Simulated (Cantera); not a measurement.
Thermodynamics of carbon deposition, reforming and gasification, feed CO + H2O + N2

Charge: 1 mol CO, 0.56 mol H2O, 42 mol N2, equilibrated at 13300 Pa.

These are equilibrium values from Cantera (NASA tables, ideal gas, pure condensed phases), not measurements of a reactor. Candidate condensed phases: C, C6H6, C7H8, C8H18, H2O; 136 gas species. Rates play no part.

From 1898 K to 2723 K nothing is condensed. The main C-bearing gas is CO throughout.

```json
[
 {"T (K)": "1898", "x N2": "0.964", "x CO": "0.0174", "x H": "0.000158", "x H2O": "0.00730", "x CO2": "0.00553"},
 {"T (K)": "1973", "x N2": "0.964", "x CO": "0.0175", "x H": "0.000270", "x H2O": "0.00738", "x CO2": "0.00542"},
 {"T (K)": "2048", "x N2": "0.964", "x CO": "0.0176", "x H": "0.000441", "x H2O": "0.00742", "x CO2": "0.00532"},
 {"T (K)": "2123", "x N2": "0.964", "x CO": "0.0177", "x H": "0.000697", "x H2O": "0.00741", "x CO2": "0.00521"},
 {"T (K)": "2198", "x N2": "0.963", "x CO": "0.0179", "x H": "0.00107", "x H2O": "0.00732", "x CO2": "0.00508"},
 {"T (K)": "2273", "x N2": "0.963", "x CO": "0.0180", "x H": "0.00158", "x H2O": "0.00712", "x CO2": "0.00490"},
 {"T (K)": "2348", "x N2": "0.962", "x CO": "0.0183", "x H": "0.00230", "x H2O": "0.00675", "x CO2": "0.00462"},
 {"T (K)": "2423", "x N2": "0.961", "x CO": "0.0187", "x H": "0.00328", "x H2O": "0.00618", "x CO2": "0.00422"},
 {"T (K)": "2498", "x N2": "0.959", "x CO": "0.0192", "x H": "0.00459", "x H2O": "0.00541", "x CO2": "0.00369"},
 {"T (K)": "2573", "x N2": "0.957", "x CO": "0.0197", "x H": "0.00628", "x H2O": "0.00447", "x CO2": "0.00309"},
 {"T (K)": "2648", "x N2": "0.955", "x CO": "0.0203", "x H": "0.00835", "x H2O": "0.00346", "x CO2": "0.00247"},
 {"T (K)": "2723", "x N2": "0.952", "x CO": "0.0208", "x H": "0.0107", "x H2O": "0.00248", "x CO2": "0.00190"}
]
```
x: gas mole fraction; nothing condenses.
